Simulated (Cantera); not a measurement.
A closed system holds: 1 mol c-C4F8, 0.095 mol F2, at 1375 K and 600 Pa.

Method: chemical equilibrium by Gibbs-energy minimisation in Cantera with the NASA 1993 tables (ideal gas, pure condensed phases). Candidate condensed phases: C; 13 gas species. The feed counts by its element totals alone. Gases not in the tables: C2F6 and larger saturated fluorocarbons. Equilibrium is a limit: real reactors are often held back by kinetics, nucleation or transport.

Base state: CF4 1.000, CF2 7.18e-5, CF3 2.15e-5 (mole fractions); condensed: C(graphite).

Q: What changes in the equilibrium state with this change: 0.074 mol CH4 added?

A: 
```csv
species,before,after
CF4,1.000,0.869
HF,0,0.130
CF2,7.18e-5,6.69e-5
CF3,2.15e-5,1.94e-5
"C(graphite), mol",1.95,2.10
```
Further candidate phases: C6H6, C7H8, C8H18.
